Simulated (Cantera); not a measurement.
An isothermal, constant-pressure homogeneous reactor starts with 82.0 % NO, 18.0 % N2, at 2175 K and 0.0168 atm.

Computed with Cantera and GRI-Mech 3.0 (53 species, 325 reactions). Radical loss at walls, strong at low pressure, is not modelled.

x: mole fraction; the columns are a selection and need not sum to one.

```tsv
t (s)	x NO	x O	x N2	x N2O	x O2	x NO2
9.00e-6	0.820	3.84e-7	0.180	3.84e-7	7.94e-11	2.61e-11
6.84e-5	0.820	2.93e-6	0.180	2.91e-6	4.63e-9	1.50e-9
0.000520	0.820	[?]	0.180	[?]	[?]	[?]
0.00395	0.819	0.000200	0.180	0.000133	1.77e-5	2.33e-6
0.0300	0.814	0.00171	0.182	0.000270	0.00138	1.84e-5
0.228	0.743	0.00432	0.217	0.000158	0.0354	4.98e-5
1.73	0.216	0.00969	0.479	8.56e-6	0.295	4.39e-5
13.2	0.0145	0.0112	0.580	8.94e-8	0.395	3.40e-6
100	0.0141	0.0112	0.580	8.77e-8	0.395	3.31e-6
```

### Question
What belongs in the gaps?

### Answer

- 0.000520, x O: 2.28e-5
- 0.000520, x N2O: 2.15e-5
- 0.000520, x O2: 2.70e-7
- 0.000520, x NO2: 7.68e-8
